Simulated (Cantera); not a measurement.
A closed system holds: 1 mol Ti(NMe2)4, 1.6 mol CH4, 6 mol H2, 0.68 mol NH3, held at 1900 K and 0.500 bar.

Cantera equilibrium calculation (NASA polynomials, part measured and part estimated; ideal gas, pure solids and liquids). The feed counts by its element totals alone. TiC: taken at fixed stoichiometry. The numbers say what is thermodynamically allowed, not how fast it happens.

| species | before | after |
|---|---|---|
| H2 | 0.902 | 0.887 |
| N2 | 0.0938 | 0.0930 |
| H | 0.00107 | 0.0171 |
| CH4 | 0.000228 | 8.39e-7 |
| C2H2 (acetylene) | 0.000344 | 0.000339 |
| HCN | 0.00283 | 0.00280 |
| HNC | 0.000133 | 0.000131 |
| C(graphite), mol | 8.50 | 8.51 |
| TiC(s), mol | 1.00 | 1.000 |
Gas species are given as mole fractions.

### Question
Name the change that produced these shifts.
A) temperature from 1900 K to 1650 K
B) temperature from 1900 K to 1700 K
C) temperature from 1900 K to 1150 K
D) pressure from 0.500 bar to 1.90 mbar

### Answer
D, pressure from 0.500 bar to 1.90 mbar
